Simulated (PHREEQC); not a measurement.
1 kg of water holding 0.099 mol/kgw NaHCO3 meets 20 L of dry gas (H2 0.69, N2 0.31 by moles) at fixed total pressure, at 50 °C; fugacities by Peng-Robinson. The gases take part in no redox reaction, some water evaporates into the gas, and hydrates or a liquid gas phase aren't modelled. No solid was allowed to form.

Model: ion-association model, phreeqc.dat, run in PHREEQC.

```
P (atm)  dissolved H2 (mol/kgw)  φ of H2  p of H2 (atm)
-------  ----------------------  -------  -------------
2                      0.000925    1.001           1.30
5                       0.00240    1.002           3.36
10                      0.00484    1.003           6.81
20                      0.00965    1.006           13.7
30                       0.0144    1.009           20.6
40                       0.0191    1.012           27.5
50                       0.0237    1.015           34.4
75                       0.0349    1.024           51.6
100                      0.0457    1.033           68.9
150                      0.0662    1.052            103
200                      0.0853    1.072            138
300                       0.120    1.117            207
400                       0.150    1.168            276
```

At this temperature some constants are extrapolated from 25 °C, and those without enthalpy data are left unchanged.
